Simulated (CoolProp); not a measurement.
n-perfluorobutane at 298.15 K and 0.0627 MPa is throttled through a valve to 0.0236 MPa with no heat exchange. Each further row changes one setting.

Values from CoolProp's reference Helmholtz-energy equation of state, Gao 2022.

```json
[
 {"case": "as stated", "temperature change (K)": "-0.5", "final density (kg/m³)": "2.29"},
 {"case": "outlet pressure 0.00708 MPa", "temperature change (K)": "-0.7", "final density (kg/m³)": "0.683"},
 {"case": "outlet pressure 0.0307 MPa", "temperature change (K)": "-0.4", "final density (kg/m³)": "2.98"}
]
```
